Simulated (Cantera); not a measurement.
Stirred combustor or abatement burner

A perfectly stirred reactor is fed with CH4 : H2 : O2 : N2 = 1 : 0.041 : 1.55 : 8.24 (molar parts), equivalence ratio 1.3, at 750 Torr; it is adiabatic with a 400 K inlet, and is followed from long to short residence time, starting on the burning branch (τ in s: 0.095, 0.04, 0.017, 0.0069, 0.0029, 0.0012, 0.0005, 0.00021, 8.8e-05, 3.7e-05).

Model: GRI-Mech 3.0 (53 species, 325 reactions), integrated in Cantera.

```csv
τ (s),T (K),x CH4,x H2,x O2,x CO,x H2O2,x CH3
0.095,1817,0.00108,0.0344,0.000532,0.0429,4.86e-9,0.000142
0.040,1812,0.00121,0.0338,0.000913,0.0430,9.67e-9,0.000207
0.017,1803,0.00133,0.0334,0.00153,0.0435,1.86e-8,0.000292
0.0069,1787,0.00154,0.0330,0.00266,0.0445,3.68e-8,0.000414
0.0029,1756,0.00210,0.0324,0.00501,0.0464,7.50e-8,0.000593
0.0012,400,0.0923,0.00379,0.143,<1e-12,<1e-12,<1e-12
0.00050,400,0.0923,0.00379,0.143,<1e-12,<1e-12,<1e-12
0.00021,400,0.0923,0.00379,0.143,<1e-12,<1e-12,<1e-12
8.8e-5,400,0.0923,0.00379,0.143,<1e-12,<1e-12,<1e-12
3.7e-5,400,0.0923,0.00379,0.143,<1e-12,<1e-12,<1e-12
```
x: mole fraction; the columns are a selection and need not sum to one.
